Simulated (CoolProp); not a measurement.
Vapour pressure (bar) of R1234ze(Z): the reference equation beside estimates from Tc = 423.3 K, pc = 35.31 bar, ω = 0.327. Clausius-Clapeyron is anchored at 337.9 K with a constant enthalpy of vaporisation of 20.33 kJ/mol.

Values from CoolProp's reference Helmholtz-energy equation of state, Akasaka 2019.

| T (K) | reference | Clausius-Clapeyron | van der Waals | Redlich-Kwong |
|---|---|---|---|---|
| 337.9 | 5.866 | 5.866 | 13.40 | ___ |
| 342.5 | ___ | ___ | 14.27 | 9.411 |
| 347.2 | 7.434 | 7.121 | 15.18 | 10.35 |
| 351.9 | 8.338 | 7.824 | 16.13 | ___ |
| 356.5 | 9.300 | 8.558 | 17.10 | 12.38 |
| 361.2 | 10.37 | 9.357 | 18.13 | 13.51 |
| 365.9 | 11.52 | 10.21 | ___ | ___ |
| 370.5 | ___ | 11.09 | 20.26 | 15.94 |
| 375.2 | 14.10 | 12.05 | 21.40 | ___ |
| 379.9 | 15.56 | 13.06 | 22.58 | 18.67 |
| 384.5 | 17.09 | 14.10 | 23.77 | 20.11 |

Task: What belongs in the gaps?

Result: 
- 337.9, Redlich-Kwong: 8.553
- 342.5, reference: 6.607
- 342.5, Clausius-Clapeyron: 6.465
- 351.9, Redlich-Kwong: 11.35
- 365.9, van der Waals: 19.19
- 365.9, Redlich-Kwong: 14.70
- 370.5, reference: 12.75
- 375.2, Redlich-Kwong: 17.27

Absolute difference from the reference over all 11 rows, mean and median: Clausius-Clapeyron 9.3 and 9.8 %, van der Waals 78.4 and 74.8 %, Redlich-Kwong 30.9 and 30.3 %.
